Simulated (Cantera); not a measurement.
Charge: 1 mol SiH2Cl2, 65 mol H2, equilibrated at 17.3 Torr.

Method: chemical equilibrium by Gibbs-energy minimisation in Cantera with the NASA 1993 tables (ideal gas, pure condensed phases). Candidate condensed phases: Si; 19 gas species. Equilibrium is a limit: real reactors are often held back by kinetics, nucleation or transport.

Problem. What share of the Si ends up in condensed phases as a function of T (K), at 1048, 1073, 1098, 1123, 1148, 1173, 1198, 1223, 1248?

Solution. 
```json
[
 {"T (K)": "1048", "Si condensed (%)": "73.8", "as": "Si(s)"},
 {"T (K)": "1073", "Si condensed (%)": "77.1", "as": "Si(s)"},
 {"T (K)": "1098", "Si condensed (%)": "80.1", "as": "Si(s)"},
 {"T (K)": "1123", "Si condensed (%)": "82.4", "as": "Si(s)"},
 {"T (K)": "1148", "Si condensed (%)": "84.2", "as": "Si(s)"},
 {"T (K)": "1173", "Si condensed (%)": "85.4", "as": "Si(s)"},
 {"T (K)": "1198", "Si condensed (%)": "86.2", "as": "Si(s)"},
 {"T (K)": "1223", "Si condensed (%)": "86.6", "as": "Si(s)"},
 {"T (K)": "1248", "Si condensed (%)": "86.8", "as": "Si(s)"}
]
```
